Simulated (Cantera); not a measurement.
Cantera run, input and output.

```python
import numpy as np
import cantera as ct

gas = ct.Solution("gri30.yaml")
gas.TPX = 1025, 100000, {'N2O': 1, 'H2O': 0.098}
reactor = ct.IdealGasConstPressureReactor(gas, energy="off", clone=False)
net = ct.ReactorNet([reactor])
net.rtol, net.atol = 1e-08, 1e-18
show = ['N2O', 'H2O', 'H', 'NO2', 'O', 'N2', 'H2O2']
times = np.geomspace(1e-05, 50, 10)

steps = ct.SolutionArray(gas, extra=["t"])
rows = []
print(f"{'t/s':>10s}{'T/K':>9s}{'P/Pa':>11s}" + "".join(f"{s:>11s}" for s in show))
for t in times:
    while net.time < t:
        t_next = net.step()
        steps.append(gas.state, t=t_next)
    rows.append([np.interp(t, steps.t, y) for y in (steps.T, steps.P, *steps(*show).X.T)])
    print(f"{t:10.3e}{rows[-1][0]:9.1f}{rows[-1][1]:11.4g}" + "".join(f"{x:11.3e}" for x in rows[-1][2:]))
rate = np.gradient(steps.T, steps.t)
print("integrator steps:", len(steps.t))
if steps.T.max() > steps.T[0] + 200:
    print(f"time of steepest temperature rise: {steps.t[rate.argmax()]:.4e} s")
gas.TPX = 1025, 100000, {'N2O': 1, 'H2O': 0.098}
gas.equilibrate("TP")
print(f"equilibrium (TP): T = {gas.T:.1f} K  " + "  ".join(f"{s} {gas[s].X[0]:.3e}" for s in show))
```

Output:

```
       t/s      T/K       P/Pa        N2O        H2O          H        NO2          O         N2       H2O2
 1.000e-05   1025.0      1e+05  9.107e-01  8.925e-02  2.461e-14  3.668e-16  5.121e-08  9.657e-08  2.562e-17
 5.550e-05   1025.0      1e+05  9.107e-01  8.925e-02  9.690e-13  7.364e-14  9.074e-08  7.120e-07  2.553e-14
 3.081e-04   1025.0      1e+05  9.107e-01  8.925e-02  6.758e-12  1.272e-11  9.170e-08  4.343e-06  7.104e-12
 1.710e-03   1025.0      1e+05  9.107e-01  8.925e-02  3.076e-11  7.502e-09  9.161e-08  2.488e-05  1.900e-09
 9.491e-03   1025.0      1e+05  9.105e-01  8.925e-02  5.696e-11  1.050e-06  9.134e-08  1.409e-04  1.063e-07
 5.268e-02   1025.0      1e+05  9.096e-01  8.922e-02  5.844e-11  1.684e-05  9.064e-08  7.920e-04  7.943e-08
 2.924e-01   1025.0      1e+05  9.043e-01  8.906e-02  4.757e-11  1.102e-04  8.581e-08  4.390e-03  4.371e-08
 1.623e+00   1025.0      1e+05  8.760e-01  8.820e-02  3.239e-11  3.505e-04  7.464e-08  2.353e-02  2.912e-08
 9.008e+00   1025.0      1e+05  7.426e-01  8.411e-02  2.209e-11  5.651e-04  6.145e-08  1.137e-01  3.280e-08
 5.000e+01   1025.0      1e+05  3.582e-01  7.233e-02  1.108e-11  5.469e-04  3.922e-08  3.743e-01  2.286e-08
integrator steps: 1324
equilibrium (TP): T = 1025.0 K  N2O 3.197e-09  H2O 6.133e-02  H 1.959e-14  NO2 2.471e-06  O 1.858e-10  N2 6.258e-01  H2O2 1.320e-10
```

Model: GRI-Mech 3.0 (53 species, 325 reactions), integrated in Cantera. GRI-Mech 3.0 was tuned for natural gas; its chemistry of N2O as a main component is partial and can be far from experiment. The mechanism lacks the step 2 NO + O2 → 2 NO2, which can matter for NO2 below about 1400 K. The temperature is held fixed by assumption; the heat of reaction is taken as removed at once.
